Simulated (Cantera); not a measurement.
# N2O furnace oxynitridation

A perfectly stirred reactor is fed with 63.9 % N2O, 35.8 % N2, 0.390 % H2O, at 1.00 atm; it is held at 1200 K, and followed from long to short residence time.

Detailed kinetics in Cantera: GRI-Mech 3.0 (53 species, 325 reactions). GRI-Mech 3.0 was tuned for natural gas; its chemistry of N2O as a main component is partial and can be far from experiment. The mechanism lacks the step 2 NO + O2 → 2 NO2, which can matter for NO2 below about 1400 K. The temperature is held fixed by assumption; the heat of reaction is taken as removed at once.

```csv
τ (s),x N2O,x O,x O2,x NO2,x NO,x N2
4.6,0.167,8.98e-7,0.166,0.000334,0.0243,0.639
1.0,0.373,1.30e-6,0.0918,0.000298,0.0171,0.514
0.23,0.543,1.54e-6,0.0328,0.000204,0.00667,0.414
0.052,0.613,1.65e-6,0.00854,0.000118,0.00176,0.372
0.012,0.632,1.71e-6,0.00204,4.24e-5,0.000421,0.361
0.0026,0.637,1.73e-6,0.000442,5.60e-6,9.70e-5,0.358
0.00059,0.638,1.72e-6,9.90e-5,1.73e-7,2.30e-5,0.358
0.00013,0.638,1.63e-6,2.07e-5,1.36e-9,4.85e-6,0.358
```
x: mole fraction; the columns are a selection and need not sum to one.
